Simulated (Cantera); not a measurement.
Feed: 1 mol PbO, 2.6 mol C, 0.48 mol N2, equilibrated at 1098 K and 6.90 bar.

Equilibrium computed with Cantera from the NASA thermochemical tables; the gas is ideal and each condensed phase is pure. The numbers say what is thermodynamically allowed, not how fast it happens.

```
species            before     after
----------------  -------  --------
CO                  0.482     0.666
N2                  0.372     0.320
Pb                1.69e-5    0.0132
CO2                 0.146  0.000613
Pb2                 <1e-9   1.31e-5
C(graphite), mol     1.79      1.60
Pb(l), mol          1.000     0.980
```
Gas species are given as mole fractions.

Question: What was changed between the two runs?
A) temperature from 1098 K to 1850 K
B) pressure from 6.90 bar to 0.000100 bar
C) temperature from 1098 K to 1650 K
D) pressure from 6.90 bar to 0.133 bar

Answer: C, temperature from 1098 K to 1650 K
